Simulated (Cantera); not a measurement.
**Adiabatic ignition**

An adiabatic, constant-pressure homogeneous reactor starts with CH₄ : O₂ : N₂ = 1.4 : 1.11 : 4.18 (molar parts), equivalence ratio 2.5, at 1550 K and 2.10 bar.

Computed with Cantera and GRI-Mech 3.0 (53 species, 325 reactions).

```tsv
t (s)	T (K)	x CH₄	x O₂	x NO	x CH₂O	x HCO	x H₂O	x OH
3.00e-6	1550	0.209	0.166	<1e-12	8.66e-8	1.41e-12	5.22e-7	1.64e-8
6.68e-6	1550	0.209	0.166	<1e-12	4.85e-7	8.68e-12	1.90e-6	3.15e-8
1.49e-5	1550	0.209	0.166	<1e-12	2.96e-6	6.45e-11	8.33e-6	6.83e-8
3.32e-5	1550	0.209	0.166	<1e-12	1.93e-5	6.23e-10	4.00e-5	1.50e-7
7.39e-5	1550	0.209	0.166	<1e-12	0.000113	6.16e-9	0.000189	3.07e-7
0.000165	1553	0.208	0.165	<1e-12	0.000496	4.16e-8	0.000861	6.24e-7
0.000367	1572	0.201	0.161	7.60e-12	0.00191	3.43e-7	0.00500	2.24e-6
0.000818	2341	0.00242	6.37e-7	2.95e-5	9.07e-6	7.49e-7	0.118	0.000333
0.00182	2316	0.000522	3.04e-7	0.000103	1.05e-6	2.76e-7	0.0906	0.000209
0.00406	2310	3.90e-6	2.91e-7	0.000165	3.94e-8	2.20e-7	0.0874	0.000202
0.00904	2311	1.24e-9	3.00e-7	9.69e-5	3.22e-8	2.22e-7	0.0874	0.000205
0.0201	2311	9.02e-10	3.02e-7	4.39e-5	3.22e-8	2.22e-7	0.0874	0.000206
0.0449	2311	8.53e-10	3.03e-7	2.25e-5	3.22e-8	2.22e-7	0.0875	0.000206
0.100	2311	8.44e-10	3.03e-7	1.61e-5	3.22e-8	2.22e-7	0.0875	0.000206
```
x: mole fraction; the columns are a selection and need not sum to one.

| Property | Value |
|---|---|
| time of steepest temperature rise | 0.628 ms |
| temperature at 0.100 s | 2311 K |
| equilibrium temperature | 2311 K |
| x(CH₄) at 0.100 s | 8.44e-10 (gas-phase equilibrium 9.60e-10) |
| x(O₂) at 0.100 s | 3.03e-7 (gas-phase equilibrium 3.03e-7) |
| x(NO) at 0.100 s | 1.61e-5 (gas-phase equilibrium 1.54e-5) |
